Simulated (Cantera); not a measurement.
Cantera run:

```python
import numpy as np
import cantera as ct

gas_names = """

""".split()
cond_names = """
    Ni(cr) Ni(L) NiS2(s) NiS2(L) Ni3S4(s) NiS(b) NiS(a) NiS(L) S(cr1) S(cr2) S(L)
""".split()


# ... load() reads the species with a 1 bar reference pressure and builds the phases ...
species = {s.name: s for s in load("nasa_gas.yaml", gas_names) + load("nasa_condensed.yaml", cond_names)}
# Each term lists the table entries of one substance; the one whose range holds T is used.
reactions = {
    'Ni + 2 NiS2 = Ni3S4':
        [(-1, ['Ni(cr)', 'Ni(L)']), (-2, ['NiS2(s)', 'NiS2(L)']), (1, ['Ni3S4(s)'])],
    '3 NiS + S = Ni3S4':
        [(-3, ['NiS(b)', 'NiS(a)', 'NiS(L)']), (-1, ['S(cr1)', 'S(cr2)', 'S(L)']), (1, ['Ni3S4(s)'])],
    '3 NiS2 = 2 S + Ni3S4':
        [(-3, ['NiS2(s)', 'NiS2(L)']), (2, ['S(cr1)', 'S(cr2)', 'S(L)']), (1, ['Ni3S4(s)'])],
}


def pick(names, T):
    return next(species[n] for n in names if species[n].thermo.min_temp <= T <= species[n].thermo.max_temp)


results = []
for label, terms in reactions.items():
    print(label)
    print("     T/K   dH/kJ  dS/(J/K)   dG/kJ   log10 K")
    for T in [375, 425, 475, 525, 575]:
        used = [(nu, pick(names, T)) for nu, names in terms]
        dH = sum(nu * s.thermo.h(T) for nu, s in used) / 1e6
        dS = sum(nu * s.thermo.s(T) for nu, s in used) / 1e3
        dG = dH - T * dS / 1e3
        logK = -dG * 1e6 / (ct.gas_constant * T * np.log(10))
        results.append((label, T, dH, dS, dG, logK, [s.name for _, s in used]))
        print(f"{T:8g} {dH:8.1f} {dS:8.1f} {dG:8.1f} {logK:8.2f}")
```

Result:

```
Ni + 2 NiS2 = Ni3S4
     T/K   dH/kJ  dS/(J/K)   dG/kJ   log10 K
     375    -38.3     12.7    -43.1     6.00
     425    -38.1     13.4    -43.8     5.38
     475    -37.6     14.4    -44.5     4.89
     525    -36.9     15.8    -45.2     4.50
     575    -36.1     17.3    -46.0     4.18
3 NiS + S = Ni3S4
     T/K   dH/kJ  dS/(J/K)   dG/kJ   log10 K
     375    -37.8     -5.4    -35.8     4.99
     425    -39.8    -10.3    -35.4     4.35
     475    -40.2    -11.3    -34.8     3.83
     525    -40.5    -11.9    -34.3     3.41
     575    -40.5    -11.9    -33.7     3.06
3 NiS2 = 2 S + Ni3S4
     T/K   dH/kJ  dS/(J/K)   dG/kJ   log10 K
     375     94.1     37.6     80.0   -11.14
     425     98.8     49.7     77.7    -9.55
     475    101.1     54.7     75.1    -8.26
     525    103.6     59.7     72.2    -7.19
     575    106.1     64.4     69.1    -6.28
```

Cantera with NASA thermochemical tables; ideal gases at 1 bar, condensed phases pure. Condensed species are held in their standard states even where they would react or evaporate.
